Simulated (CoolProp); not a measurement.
A simple Rankine cycle with n-butane: condensing at 310.15 K, boiler at 2.2 MPa, turbine inlet 407.8 K, turbine efficiency 0.7, pump efficiency 0.7, no recuperator. Each further row changes one setting.

Computed with CoolProp (reference Helmholtz-energy equation of state, Bücker 2006).

```tsv
case	thermal efficiency (%)	net work (kJ/kg)	heat in (kJ/kg)	turbine exit temperature (K)	volume ratio over the turbine
as stated	10.9	(withheld)	491	355.6	(withheld)
turbine inlet 427.8 K	10.9	59.3	(withheld)	379.2	(withheld)
condensing temperature 302.15 K	(withheld)	(withheld)	(withheld)	350.8	9.24
boiler pressure 1.54 MPa	9.3	47.8	515	370.3	4.67
turbine efficiency 0.6	9.2	45.2	491	359.7	7.43
```

Q: Some entries are withheld; supply them.

A: 
- as stated, net work (kJ/kg): 53.5
- as stated, volume ratio over the turbine: 7.33
- turbine inlet 427.8 K, heat in (kJ/kg): 545
- turbine inlet 427.8 K, volume ratio over the turbine: 6.95
- condensing temperature 302.15 K, thermal efficiency (%): 11.9
- condensing temperature 302.15 K, net work (kJ/kg): 60.9
- condensing temperature 302.15 K, heat in (kJ/kg): 511
